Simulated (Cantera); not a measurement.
Charge: 1 mol SiH4, 0.25 mol C2H2, 170 mol H2, held at 2227 °C and 0.690 bar.

Cantera equilibrium calculation (NASA polynomials, part measured and part estimated; ideal gas, pure solids and liquids). Candidate condensed phases: C, C6H6, C7H8, C8H18, Si, SiC; 87 gas species. Gases not in the tables: Si2H6 and higher silanes. Kinetics and transport are ignored.

Base state: H2 0.964, H 0.0297, Si 0.00352, C2H2 (acetylene) 0.00112, SiH 0.000758, SiH2 0.000504, Si2C 0.000352, SiC2 9.79e-5 (mole fractions); condensed: gas only.

### Question
What changes in the equilibrium state with this change: pressure from 0.690 bar to 0.100 bar?

### Answer
```
species    before    after
-------  --------  -------
H2          0.964    0.917
H          0.0297   0.0761
Si        0.00352  0.00472
CH4       3.15e-5  4.35e-6
SiH2     0.000504  9.32e-5
```
